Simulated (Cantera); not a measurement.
Input: 1 mol H₂S, a varied amount of H₂, 0.011 mol SO₂, equilibrated at 898.15 K and 10.0 mbar.

Equilibrium computed with Cantera from the NASA thermochemical tables; the gas is ideal and each condensed phase is pure. Candidate condensed phases: H₂O, H₂SO₄, S; 19 gas species. Gases not in the tables: S₃ to S₇. Rates play no part.

### Question
At 2.1 mol H₂, list the 4 most abundant gas species with their mole fractions, and the condensed phases.

### Answer
H₂ 0.667, H₂S 0.326, H₂O 0.00710, S₂ 0.000112. Condensed: gas only.
